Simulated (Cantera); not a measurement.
A closed system holds: 1 mol SiF₄, 0.048 mol C₃H₈, 460 mol H₂, equilibrated at 852 °C and 1.33 mbar.

Cantera equilibrium calculation (NASA polynomials, part measured and part estimated; ideal gas, pure solids and liquids). Candidate condensed phases: C, C₆H₆, C₇H₈, C₈H₁₈, Si, SiC; 113 gas species. The tables' values for SiF₃ are old estimates; treat these amounts as uncertain. The numbers say what is thermodynamically allowed, not how fast it happens.

Base state: H₂ 0.997, SiF₄ 0.00194, HF 0.000733, CH₄ 3.83e-5, SiHF₃ 3.50e-5, SiF₃ 2.85e-5 (mole fractions); condensed: C(graphite) + SiC(s).

**Question.** What changes in the equilibrium state with this change: pressure from 1.33 mbar to 0.100 bar?

**Answer.** 
```csv
species,before,after
H₂,0.997,0.997
SiF₄,0.00194,0.00200
CH₄,3.83e-5,0.000312
HF,0.000733,0.000176
SiHF₃,3.50e-5,0.000150
SiF₃,2.85e-5,1.41e-5
"C(graphite), mol",0.0493,0
"SiC(s), mol",0.0770,0
```
